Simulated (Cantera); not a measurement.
Feed: 1 mol SiCl₄, 2.3 mol H₂, at 573.15 K and 0.100 bar.

Cantera equilibrium calculation (NASA polynomials, part measured and part estimated; ideal gas, pure solids and liquids). Candidate condensed phases: Si; 19 gas species. Rates play no part.

Base state: H₂ 0.695, SiCl₄ 0.301, HCl 0.00172, SiHCl₃ 0.00172 (mole fractions); condensed: gas only.

Problem. What changes in the equilibrium state with this change: temperature from 573.15 K to 773 K?

Solution. 
```json
[
 {"species": "H₂", "before": "0.695", "after": "0.686"},
 {"species": "SiCl₄", "before": "0.301", "after": "0.292"},
 {"species": "HCl", "before": "0.00172", "after": "0.0113"},
 {"species": "SiHCl₃", "before": "0.00172", "after": "0.0112"},
 {"species": "SiCl₃", "before": "7.56e-9", "after": "1.68e-5"},
 {"species": "SiH₂Cl₂", "before": "4.51e-7", "after": "3.29e-5"}
]
```
The tables' values for SiCl₃ are old estimates; treat these amounts as uncertain.
